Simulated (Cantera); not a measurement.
An isothermal, constant-pressure homogeneous reactor starts with H2 : O2 : N2 = 1.6 : 1 : 14 (molar parts), at 1025 K and 0.987 atm.

Model: the H2/O2 subset of GRI-Mech 3.0, which has no nitrogen chemistry, integrated in Cantera. The temperature is held fixed by assumption; the heat of reaction is taken as removed at once.

x: mole fraction; the columns are a selection and need not sum to one.

```json
[
 {"t (s)": "1.00e-5", "x H2": "0.0964", "x O2": "0.0602", "x H": "7.99e-11", "x H2O2": "<1e-12", "x HO2": "9.85e-11", "x H2O": "2.16e-11"},
 {"t (s)": "4.64e-5", "x H2": "0.0964", "x O2": "0.0602", "x H": "6.84e-10", "x H2O2": "1.56e-12", "x HO2": "8.85e-10", "x H2O": "8.96e-10"},
 {"t (s)": "0.000215", "x H2": "0.0964", "x O2": "0.0602", "x H": "1.94e-7", "x H2O2": "7.85e-10", "x HO2": "___", "x H2O": "4.67e-7"},
 {"t (s)": "0.00100", "x H2": "0.00612", "x O2": "0.0157", "x H": "0.000316", "x H2O2": "1.80e-6", "x HO2": "___", "x H2O": "0.0946"},
 {"t (s)": "0.00464", "x H2": "0.00167", "x O2": "0.0135", "x H": "3.58e-6", "x H2O2": "2.97e-6", "x HO2": "___", "x H2O": "0.0995"},
 {"t (s)": "0.0215", "x H2": "0.00103", "x O2": "0.0132", "x H": "6.40e-7", "x H2O2": "3.61e-6", "x HO2": "___", "x H2O": "0.100"},
 {"t (s)": "0.100", "x H2": "0.000357", "x O2": "0.0128", "x H": "1.14e-7", "x H2O2": "1.20e-6", "x HO2": "___", "x H2O": "0.101"},
 {"t (s)": "0.464", "x H2": "5.97e-5", "x O2": "0.0127", "x H": "6.38e-9", "x H2O2": "8.52e-8", "x HO2": "___", "x H2O": "0.101"},
 {"t (s)": "2.15", "x H2": "6.40e-6", "x O2": "0.0127", "x H": "2.29e-10", "x H2O2": "2.06e-9", "x HO2": "___", "x H2O": "0.101"},
 {"t (s)": "10.0", "x H2": "8.46e-8", "x O2": "0.0127", "x H": "2.30e-12", "x H2O2": "1.57e-11", "x HO2": "___", "x H2O": "0.101"}
]
```

**Question.** What belongs in the gaps?

**Answer.** 
- 0.000215, x HO2: 2.49e-7
- 0.00100, x HO2: 1.73e-5
- 0.00464, x HO2: 1.13e-5
- 0.0215, x HO2: 8.33e-6
- 0.100, x HO2: 4.48e-6
- 0.464, x HO2: 1.15e-6
- 2.15, x HO2: 1.62e-7
- 10.0, x HO2: 2.94e-9
